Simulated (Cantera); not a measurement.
Input (Python, Cantera) and output of one run.

```python
import numpy as np
import cantera as ct

gas_names = [...]  # 123 gases of nasa_gas.yaml made of C, H, O, Si
cond_names = """
    C(gr) C6H6(L) C7H8(L) C8H18(L),n-octa H2O(s) H2O(L) Si(cr) Si(L) SiC(b) SiO2(Lqz) SiO2(hqz) SiO2(L)
""".split()


# ... load() reads the species with a 1 bar reference pressure and builds the phases ...
atoms = {
    'SiC': {'Si': 1, 'C': 1},
    'CO2': {'C': 1, 'O': 2},
    'H2': {'H': 2},
    'H2O': {'H': 2, 'O': 1},
}
top_T = {'C(gr)': 4500, 'SiC(b)': 3050}  # K; cautious upper limits of use, not melting points


# ... equilibrate(T, P, feed) seeds the gas with the atoms and calls Mixture.equilibrate('TP', solver="vcs", rtol=1e-11, max_steps=5000) ...
results = []
feed = {'SiC': 1, 'CO2': 0.015, 'H2': 1.3, 'H2O': 0.041}  # mol
T = 1498  # K
P = 120  # Pa
mix = equilibrate(T, P, feed)
results.append((T, P, feed, dict(zip(mix.species_names, mix.species_moles))))
print(gas.report(threshold=1e-06))
for i in range(1, mix.n_phases):
    print(f"{mix.phase(i).name:16s} {mix.phase_moles(i):12.5e} mol")
```

Result:

```
       temperature   1498 K
          pressure   120 Pa
           density   3.5079e-05 kg/m^3
  mean mol. weight   3.6409 kg/kmol
   phase of matter   gas

                          1 kg             1 kmol
                     ---------------   ---------------
          enthalpy        8.5672e+06        3.1193e+07  J
   internal energy        5.1464e+06        1.8738e+07  J
           entropy             66074        2.4057e+05  J/K
    Gibbs function       -9.0411e+07       -3.2918e+08  J
 heat capacity c_p              8931             32517  J/K
 heat capacity c_v            6647.4             24203  J/K

                      mass frac. Y      mole frac. X     chem. pot. / RT
                     ---------------   ---------------   ---------------
                CO           0.23422          0.030446           -45.851
                 H        0.00013381        0.00048331           -12.688
                H2            0.5256           0.94924           -25.376
               H2O        5.4726e-06         1.106e-06           -66.133
                Si         8.537e-06        1.1067e-06           -6.6044
               SiO           0.24003          0.019824           -47.361
     [ +117 minor]        3.5455e-06        5.0001e-07

C(gr)             0.00000e+00 mol
Si(cr)            0.00000e+00 mol
SiC(b)            9.72000e-01 mol
SiO2(hqz)         0.00000e+00 mol
```

Cantera equilibrium calculation (NASA polynomials, part measured and part estimated; ideal gas, pure solids and liquids).
